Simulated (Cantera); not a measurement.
A Cantera script and what it prints.

```python
import numpy as np
import cantera as ct

gas_names = [...]  # 110 gases of nasa_gas.yaml made of C, H, O
cond_names = """
    C(gr) C6H6(L) C7H8(L) C8H18(L),n-octa H2O(s) H2O(L)
""".split()


# ... load() reads the species with a 1 bar reference pressure and builds the phases ...
atoms = {
    'C2H6': {'C': 2, 'H': 6},
    'H2O': {'H': 2, 'O': 1},
}
top_T = {'C(gr)': 4500}  # K; cautious upper limits of use, not melting points


# ... equilibrate(T, P, feed) seeds the gas with the atoms and calls Mixture.equilibrate('TP', solver="vcs", rtol=1e-11, max_steps=5000) ...
results = []
feed = {'C2H6': 1, 'H2O': 1.1}  # mol
P = 2100  # Pa
for T in [1000, 1200, 1400, 1600, 1800, 2000, 2200, 2400, 2600, 2800, 3000]:
    mix = equilibrate(T, P, feed)
    results.append((T, P, feed, dict(zip(mix.species_names, mix.species_moles))))

top = {s: max(r[3][s] / sum(r[3][g] for g in gas_names) for r in results) for s in gas_names}
cols = sorted((s for s in top if top[s] > 0.001), key=lambda s: -top[s])[:7]
seen = [c for c in cond_names if any(r[3].get(c, 0) > 1e-12 for r in results)]
print("log10 of partial pressures in bar; condensed amounts in mol")
print(f"{'T/K':>10s}" + "".join(f"{s[:9]:>10s}" for s in cols + seen))
for T, P, feed, n in results:
    ng = sum(n[g] for g in gas_names)
    print(f"{T:10.4g}" + "".join(f"{np.log10(max(n[s] / ng * P / 1e5, 1e-99)):10.3f}" for s in cols)
          + "".join(f"{n.get(c, 0):10.4g}" for c in seen))
```

Result:

```
log10 of partial pressures in bar; condensed amounts in mol
       T/K        H2         H        CO C2H2,acet        C3       C2H         C     C(gr)
      1000    -1.782    -9.535    -2.356   -10.724   -32.260   -23.246   -29.285    0.9034
      1200    -1.781    -7.595    -2.353    -8.770   -24.982   -18.324   -23.022    0.8995
      1400    -1.781    -6.204    -2.352    -7.380   -19.803   -14.816   -18.552    0.8998
      1600    -1.781    -5.155    -2.352    -6.342   -15.935   -12.189   -15.201    0.8997
      1800    -1.782    -4.337    -2.353    -5.538   -12.941   -10.151   -12.597    0.8985
      2000    -1.786    -3.682    -2.355    -4.901   -10.557    -8.524   -10.517    0.8937
      2200    -1.799    -3.149    -2.360    -4.390    -8.617    -7.201    -8.816    0.8794
      2400    -1.832    -2.714    -2.373    -3.989    -7.008    -6.111    -7.401    0.8458
      2600    -1.903    -2.367    -2.399    -3.693    -5.655    -5.213    -6.205    0.7808
      2800    -2.037    -2.106    -2.444    -3.514    -4.501    -4.482    -5.181    0.6536
      3000    -2.267    -1.935    -2.506    -3.474    -3.506    -3.906    -4.295    0.1786
```

Equilibrium computed with Cantera from the NASA thermochemical tables; the gas is ideal and each condensed phase is pure.
